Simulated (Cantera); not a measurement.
What does this Cantera script print?

```python
import numpy as np
import cantera as ct

gas = ct.Solution("gri30.yaml", transport_model="multicomponent")
show = ['CH4', 'N2', 'C2H2']

rows = []
print(f"{'T/K':>7s}{'rho':>11s}{'cp':>10s}{'mu':>11s}{'lambda':>11s}{'Pr':>7s}" + "".join(f"{'D_' + s:>11s}" for s in show))
for T in [400, 500, 600, 700, 800, 900, 1000]:
    gas.TPX = T, 26000, {'N2O': 0.7}
    Pr = gas.cp_mass * gas.viscosity / gas.thermal_conductivity
    D = [gas.mix_diff_coeffs_mole[gas.species_index(s)] for s in show]
    rows.append([gas.density, gas.cp_mass, gas.viscosity, gas.thermal_conductivity, Pr, *D])
    print(f"{T:7g}{gas.density:11.4e}{gas.cp_mass:10.1f}{gas.viscosity:11.4e}"
          f"{gas.thermal_conductivity:11.4e}{Pr:7.3f}" + "".join(f"{d:11.4e}" for d in D))
print("SI units: kg/m3, J/kg/K, Pa s, W/m/K, m2/s")
```

It prints:

```
    T/K        rho        cp         mu     lambda     Pr      D_CH4       D_N2     D_C2H2
    400 3.4408e-01     970.3 1.9459e-05 2.5299e-02  0.746 1.1329e-04 1.0275e-04 8.1944e-05
    500 2.7526e-01    1042.5 2.3570e-05 3.2964e-02  0.745 1.6937e-04 1.5252e-04 1.2356e-04
    600 2.2939e-01    1101.3 2.7324e-05 4.0429e-02  0.744 2.3376e-04 2.0948e-04 1.7158e-04
    700 1.9662e-01    1150.2 3.0799e-05 4.7670e-02  0.743 3.0583e-04 2.7312e-04 2.2549e-04
    800 1.7204e-01    1191.6 3.4048e-05 5.4682e-02  0.742 3.8511e-04 3.4305e-04 2.8489e-04
    900 1.5292e-01    1226.6 3.7113e-05 6.1443e-02  0.741 4.7121e-04 4.1894e-04 3.4949e-04
   1000 1.3763e-01    1254.7 4.0022e-05 6.7878e-02  0.740 5.6381e-04 5.0054e-04 4.1901e-04
SI units: kg/m3, J/kg/K, Pa s, W/m/K, m2/s
```

Model: GRI-Mech 3.0 (53 species, 325 reactions), integrated in Cantera.
